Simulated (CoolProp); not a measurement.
A closed Brayton cycle with nitrogen: compressor inlet 314.15 K and 5.7 MPa, high pressure 13.6 MPa, turbine inlet 720 K, compressor efficiency 0.85, turbine efficiency 0.93, recuperator effectiveness 0.95 (on enthalpy, no pinch check). Each further row changes one setting.

Computed with CoolProp (reference Helmholtz-energy equation of state, Span 2000).

```csv
case,thermal efficiency (%),net work (kJ/kg),compressor to turbine work,compressor exit (K),turbine exit (K)
as stated,28.0,48.4,0.70,419.8,577.5
turbine inlet 670 K,23.3,37.2,0.75,419.8,536.1
compressor inlet 324.15 K,26.0,44.6,0.72,433.0,577.5
high pressure 11.6 MPa,30.0,44.5,0.67,398.4,601.4
recuperator effectiveness 0.5,19.4,48.4,0.70,419.8,577.5
```
